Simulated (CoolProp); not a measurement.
The fluid at 597.76 K and 5.69 MPa (stagnation) flows isentropically through a choked orifice. The same conditions are run with several fluids, on thermodynamics alone (safety and materials aside).

The numbers come from the reference Helmholtz-energy equation of state of each fluid (n-octane: Beckmüller 2019; n-heptane: Span 2003; octamethylcyclotetrasiloxane (D4): Thol 2015; sulfur hexafluoride: Guder 2009; nitrogen: Span 2000) in CoolProp.

Q: Rank n-octane, n-heptane, octamethylcyclotetrasiloxane (D4), sulfur hexafluoride, nitrogen by throat to inlet pressure ratio, highest first.

A: n-heptane (0.713), n-octane (0.610), sulfur hexafluoride (0.592), nitrogen (0.525), octamethylcyclotetrasiloxane (D4) (0.334)

```
fluid                              mass flux (kg/(m² s))  throat temperature (K)
---------------------------------  ---------------------  ----------------------
n-octane                                           33700                   588.3
n-heptane                                          22000                   583.6
octamethylcyclotetrasiloxane (D4)                  57200                   590.3
sulfur hexafluoride                                19400                   576.3
nitrogen                                            9200                   498.8
```
